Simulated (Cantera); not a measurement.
An adiabatic, constant-pressure homogeneous reactor starts with CH4 : CO : O2 : N2 = 1 : 0.6 : 3.97 : 14.9 (molar parts), at 1550 K and 30.0 bar. Integrator tolerance rtol = 1e-08.

Computed with Cantera and GRI-Mech 3.0 (53 species, 325 reactions). The pressure lies above the range GRI-Mech 3.0 was tuned for (to about 10 atm).

Question: What does this change do: pressure from 30.0 bar to 5.70 bar?

Answer: 
```csv
quantity,before,after
time of steepest temperature rise,40.9 µs,0.154 ms
temperature at 0.600 s,2652 K,2608 K
equilibrium temperature,2652 K,2608 K
x(CH4) at 0.600 s,<1e-12 (gas-phase equilibrium <1e-12),<1e-12 (gas-phase equilibrium <1e-12)
x(CO) at 0.600 s,0.00399 (gas-phase equilibrium 0.00399),0.00704 (gas-phase equilibrium 0.00704)
x(O2) at 0.600 s,0.0738 (gas-phase equilibrium 0.0738),0.0747 (gas-phase equilibrium 0.0747)
x(C2H2) at 0.600 s,<1e-12 (gas-phase equilibrium <1e-12),<1e-12 (gas-phase equilibrium <1e-12)
x(CH2O) at 0.600 s,3.64e-11 (gas-phase equilibrium 3.64e-11),2.24e-11 (gas-phase equilibrium 2.24e-11)
x(C2H4) at 0.600 s,<1e-12 (gas-phase equilibrium <1e-12),<1e-12 (gas-phase equilibrium <1e-12)
```

Question: What does this change do: initial temperature 1550 to 1175 K?

Answer: 
| quantity | before | after |
|---|---|---|
| time of steepest temperature rise | 40.9 µs | 2.58 ms |
| temperature at 0.600 s | 2652 K | 2367 K |
| equilibrium temperature | 2652 K | 2367 K |
| x(CH4) at 0.600 s | <1e-12 (gas-phase equilibrium <1e-12) | <1e-12 (gas-phase equilibrium <1e-12) |
| x(CO) at 0.600 s | 0.00399 (gas-phase equilibrium 0.00399) | 0.000909 (gas-phase equilibrium 0.000909) |
| x(O2) at 0.600 s | 0.0738 (gas-phase equilibrium 0.0738) | 0.0770 (gas-phase equilibrium 0.0770) |
| x(C2H2) at 0.600 s | <1e-12 (gas-phase equilibrium <1e-12) | <1e-12 (gas-phase equilibrium <1e-12) |
| x(CH2O) at 0.600 s | 3.64e-11 (gas-phase equilibrium 3.64e-11) | 2.13e-12 (gas-phase equilibrium 2.13e-12) |
| x(C2H4) at 0.600 s | <1e-12 (gas-phase equilibrium <1e-12) | <1e-12 (gas-phase equilibrium <1e-12) |
